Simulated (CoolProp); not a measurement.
Vapour-liquid equilibrium of propylene (1) + propane (2) at 207.7 K; x and y are mole fractions of (1).

Computed with CoolProp (multi-fluid Helmholtz-energy mixture model, Lemmon 2013 and Lemmon 2009; pair parameters Bell 2016).

```json
[
 {"x": "0.05", "bubble pressure, mixture model (kPa)": "32.48", "bubble pressure, Raoult's law (kPa)": "32.21", "y, mixture model": "(withheld)", "y, Raoult's law": "0.065"},
 {"x": "0.2", "bubble pressure, mixture model (kPa)": "34.57", "bubble pressure, Raoult's law (kPa)": "33.69", "y, mixture model": "0.261", "y, Raoult's law": "0.247"},
 {"x": "0.35", "bubble pressure, mixture model (kPa)": "(withheld)", "bubble pressure, Raoult's law (kPa)": "35.17", "y, mixture model": "(withheld)", "y, Raoult's law": "0.414"},
 {"x": "0.5", "bubble pressure, mixture model (kPa)": "37.92", "bubble pressure, Raoult's law (kPa)": "36.65", "y, mixture model": "0.566", "y, Raoult's law": "0.567"},
 {"x": "0.65", "bubble pressure, mixture model (kPa)": "(withheld)", "bubble pressure, Raoult's law (kPa)": "38.13", "y, mixture model": "0.700", "y, Raoult's law": "0.709"},
 {"x": "0.8", "bubble pressure, mixture model (kPa)": "(withheld)", "bubble pressure, Raoult's law (kPa)": "39.61", "y, mixture model": "(withheld)", "y, Raoult's law": "0.840"},
 {"x": "0.95", "bubble pressure, mixture model (kPa)": "(withheld)", "bubble pressure, Raoult's law (kPa)": "41.09", "y, mixture model": "(withheld)", "y, Raoult's law": "0.961"}
]
```

**Question.** Some entries are withheld; supply them.

**Answer.** 
- 0.05, y, mixture model: 0.072
- 0.35, bubble pressure, mixture model (kPa): 36.37
- 0.35, y, mixture model: 0.423
- 0.65, bubble pressure, mixture model (kPa): 39.25
- 0.8, bubble pressure, mixture model (kPa): 40.39
- 0.8, y, mixture model: 0.828
- 0.95, bubble pressure, mixture model (kPa): 41.32
- 0.95, y, mixture model: 0.956

The largest gap from Raoult's law is +3.5 % in bubble pressure, at x = 0.5. No azeotrope shows between x = 0.05 and 0.95.

Pair parameters are fitted to limited data, so mixtures are less certain than the pure fluids.
